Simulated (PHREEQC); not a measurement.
A solution holds 0.22 mol/kgw TMAH and 2.1e-05 mol/kgw H4SiO4, at 20 °C. Closed to the air; pH follows from the charge balance.

Model: ion-association model, phreeqc.dat, run in PHREEQC.

```
Item                      Result
-----------------  -------------
pH                         13.36
ionic strength     0.220 mol/kgw
activity of water          0.993
total alkalinity      220 meq/kg
```

```tsv
species	molality	activity	log γ
OH-	0.220	0.154	-0.154
(CH3)4N+	0.220	0.157	-0.147
H2SiO4-2	1.52e-5	4.59e-6	-0.519
H3SiO4-	5.84e-6	4.16e-6	-0.147
H4SiO4	1.41e-9	1.49e-9	0.022
```

This is a speciation only: nothing precipitates in the calculation. Species that the database lacks are ignored. (CH3)4N+ isn't in the database: it is added as a free cation with an ion size of 4 Å.
